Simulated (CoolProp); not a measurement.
R236EA along the isotherm 412 K: fugacity coefficient from the reference equation and from simpler models built on Tc = 412.4 K, pc = 3414 kPa, ω = 0.368; each cubic takes its own stable root.

Values from CoolProp's reference Helmholtz-energy equation of state, Rui 2013.

```
p (kPa)   phase  reference  Redlich-Kwong  Soave-Redlich-Kwong  Peng-Robinson
-------  ------  ---------  -------------  -------------------  -------------
19          gas     0.9981         0.9981               0.9981         0.9979
27.8        gas     0.9972         0.9972               0.9972         0.9969
40.9        gas     0.9959         0.9959               0.9959         0.9954
60          gas     0.9939         0.9940               0.9940         0.9933
88.1        gas     0.9911         0.9912               0.9912         0.9902
129         gas     0.9870         0.9871               0.9871         0.9857
190         gas     0.9808         0.9810               0.9810         0.9789
278         gas     0.9720         0.9723               0.9723         0.9693
409         gas     0.9589         0.9594               0.9593         0.9549
600         gas     0.9399         0.9406               0.9405         0.9342
881         gas     0.9121         0.9131               0.9131         0.9042
1290        gas     0.8721         0.8736               0.8735         0.8612
1900        gas     0.8129         0.8152               0.8150         0.7984
2780        gas     0.7265         0.7304               0.7302         0.7091
4090     liquid     0.5688         0.5804               0.5798         0.5574
6000     liquid     0.4244         0.4410               0.4406         0.4190
```
